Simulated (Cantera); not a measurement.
## B + H2 (boron, boron nitride and boron oxide)

Feed: 1 mol B, 6 mol H2, held at 1.33 mbar.

Method: chemical equilibrium by Gibbs-energy minimisation in Cantera with the NASA 1993 tables (ideal gas, pure condensed phases). Candidate condensed phases: B; 7 gas species. The tables' values for BH2 are old estimates; treat these amounts as uncertain. Rates play no part.

| T (°C) | x H2 | x H | x B | x BH2 | n B(s) |
|---|---|---|---|---|---|
| 800 | 1.00 | 3.84e-7 | <1e-12 | 1.98e-8 | 1.00 |
| 900 | 1.000 | 3.23e-6 | <1e-12 | 1.28e-7 | 1.000 |
| 1000 | 1.000 | 1.95e-5 | <1e-12 | 6.16e-7 | 1.000 |
| 1100 | 1.000 | 9.12e-5 | 2.32e-11 | 2.35e-6 | 1.000 |
| 1200 | 1.000 | 0.000346 | 6.40e-10 | 7.44e-6 | 1.000 |
| 1300 | 0.999 | 0.00111 | 1.15e-8 | 2.03e-5 | 1.000 |
| 1400 | 0.997 | 0.00311 | 1.47e-7 | 4.89e-5 | 1.000 |
| 1500 | 0.992 | 0.00776 | 1.40e-6 | 0.000106 | 0.999 |
| 1600 | 0.982 | 0.0175 | 1.04e-5 | 0.000211 | 0.999 |
| 1700 | 0.963 | 0.0363 | 6.34e-5 | 0.000385 | 0.997 |
| 1800 | 0.930 | 0.0694 | 0.000323 | 0.000652 | 0.994 |
| 1900 | 0.874 | 0.124 | 0.00141 | 0.00102 | 0.984 |
| 2000 | 0.789 | 0.204 | 0.00540 | 0.00146 | 0.953 |
x: gas mole fraction; n: condensed amount in mol.

From 800 °C to 2000 °C the condensed part is B(s).
